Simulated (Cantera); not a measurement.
Thermodynamics of silicon epitaxy and polysilicon growth, feed SiHCl3 + Cl2 + H2

Feed: 1 mol SiHCl3, 0.015 mol Cl2, 13 mol H2, at 0.133 bar.

These are equilibrium values from Cantera (NASA tables, ideal gas, pure condensed phases), not measurements of a reactor. Candidate condensed phases: Si; 19 gas species. The tables' values for SiCl3, SiCl are old estimates; treat these amounts as uncertain. Kinetics and transport are ignored.

From 1000 K to 1650 K the condensed part is Si(s). The main Si-bearing gas is SiCl4 at 1000 K and SiCl2 at 1650 K. The share of Si in condensed phases is highest at 1300 K (34.2 %) and lowest at 1000 K (22.8 %).

```json
[
 {"T (K)": "1000", "log p H2": "-0.91", "log p HCl": "-2.70", "log p SiCl2": "-4.26", "log p SiCl4": "-2.32", "log p SiHCl3": "-2.67", "n Si(s)": "0.228"},
 {"T (K)": "1050", "log p H2": "-0.91", "log p HCl": "-2.53", "log p SiCl2": "-3.88", "log p SiCl4": "-2.34", "log p SiHCl3": "-2.70", "n Si(s)": "0.251"},
 {"T (K)": "1100", "log p H2": "-0.91", "log p HCl": "-2.38", "log p SiCl2": "-3.55", "log p SiCl4": "-2.37", "log p SiHCl3": "-2.74", "n Si(s)": "0.276"},
 {"T (K)": "1150", "log p H2": "-0.92", "log p HCl": "-2.25", "log p SiCl2": "-3.25", "log p SiCl4": "-2.43", "log p SiHCl3": "-2.78", "n Si(s)": "0.301"},
 {"T (K)": "1200", "log p H2": "-0.92", "log p HCl": "-2.14", "log p SiCl2": "-2.99", "log p SiCl4": "-2.51", "log p SiHCl3": "-2.85", "n Si(s)": "0.323"},
 {"T (K)": "1250", "log p H2": "-0.93", "log p HCl": "-2.05", "log p SiCl2": "-2.78", "log p SiCl4": "-2.62", "log p SiHCl3": "-2.94", "n Si(s)": "0.338"},
 {"T (K)": "1300", "log p H2": "-0.93", "log p HCl": "-1.98", "log p SiCl2": "-2.60", "log p SiCl4": "-2.77", "log p SiHCl3": "-3.06", "n Si(s)": "0.342"},
 {"T (K)": "1350", "log p H2": "-0.94", "log p HCl": "-1.93", "log p SiCl2": "-2.47", "log p SiCl4": "-2.97", "log p SiHCl3": "-3.22", "n Si(s)": "0.338"},
 {"T (K)": "1400", "log p H2": "-0.94", "log p HCl": "-1.89", "log p SiCl2": "-2.38", "log p SiCl4": "-3.21", "log p SiHCl3": "-3.40", "n Si(s)": "0.329"},
 {"T (K)": "1450", "log p H2": "-0.94", "log p HCl": "-1.87", "log p SiCl2": "-2.32", "log p SiCl4": "-3.48", "log p SiHCl3": "-3.61", "n Si(s)": "0.319"},
 {"T (K)": "1500", "log p H2": "-0.95", "log p HCl": "-1.86", "log p SiCl2": "-2.28", "log p SiCl4": "-3.77", "log p SiHCl3": "-3.83", "n Si(s)": "0.309"},
 {"T (K)": "1550", "log p H2": "-0.95", "log p HCl": "-1.86", "log p SiCl2": "-2.25", "log p SiCl4": "-4.06", "log p SiHCl3": "-4.05", "n Si(s)": "0.300"},
 {"T (K)": "1600", "log p H2": "-0.95", "log p HCl": "-1.86", "log p SiCl2": "-2.23", "log p SiCl4": "-4.34", "log p SiHCl3": "-4.27", "n Si(s)": "0.291"},
 {"T (K)": "1650", "log p H2": "-0.95", "log p HCl": "-1.86", "log p SiCl2": "-2.22", "log p SiCl4": "-4.61", "log p SiHCl3": "-4.48", "n Si(s)": "0.283"}
]
```
log p: log10 of the partial pressure in bar; n: condensed amount in mol.
